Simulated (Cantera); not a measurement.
A closed system holds: 1 mol SiO2, 320 mol H2, 7.2 mol N2, held at 652 °C and 0.360 bar.

Method: chemical equilibrium by Gibbs-energy minimisation in Cantera with the NASA 1993 tables (ideal gas, pure condensed phases). Candidate condensed phases: H2O, Si, SiO2, Si2N2O, Si3N4; 35 gas species. N2 is the only nitrogen source here; it is nearly inert below about 1500 K, so the nitride shown seldom forms there in practice. Equilibrium is a limit: real reactors are often held back by kinetics, nucleation or transport.

Base state: H2 0.978, N2 0.0220, NH3 5.13e-5, H2O 1.93e-5 (mole fractions); condensed: SiO2(β-quartz) + Si2N2O(s).

### Question
What changes in the equilibrium state with this change: SiO2 replaced by Cu2O?

### Answer
| species | before | after |
|---|---|---|
| H2 | 0.978 | 0.975 |
| N2 | 0.0220 | 0.0220 |
| H2O | 1.93e-5 | 0.00306 |
| NH3 | 5.13e-5 | 5.11e-5 |
| SiO2(β-quartz), mol | 0.996 | 0 |
| Si2N2O(s), mol | 0.00211 | 0 |
| Cu(s), mol | 0 | 2.00 |
Further candidate phases: Cu, CuO, Cu(OH)2, Cu2O.

### Question
What changes in the equilibrium state with this change: temperature from 652 °C to 1127 °C?

### Answer
| species | before | after |
|---|---|---|
| H2 | 0.978 | 0.978 |
| N2 | 0.0220 | 0.0220 |
| H2O | 1.93e-5 | 0.000119 |
| NH3 | 5.13e-5 | 4.41e-6 |
| SiO2(β-quartz), mol | 0.996 | 0.974 |
| Si2N2O(s), mol | 0.00211 | 0.0128 |
Mutual solubility and eutectic melting of coexisting phases are not modelled. The tables hold silica as quartz up to 1696 K and as liquid above; real silica turns to tridymite and cristobalite and melts near 1996 K.
